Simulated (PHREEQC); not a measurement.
Solution (15 °C): 1.1 mmol/kgw NaHCO3, 100 mmol/kgw Na2SO4 and 6.2 mmol/kgw NaCl. Closed to the air; pH follows from the charge balance.

Equilibrium calculation in PHREEQC: ion-association model, wateq4f.dat.

Precipitation was switched off in this run.

**Question.** What pH, ionic strength does the model give?

**Answer.** pH 8.03; ionic strength 0.269 mol/kgw.

**Question.** In which forms is C present?

**Answer.** HCO3- 92 %, NaHCO3 4.9 %, CO2 1.6 %, CO3-2 0.9 %, NaCO3- 0.6 % of the C.
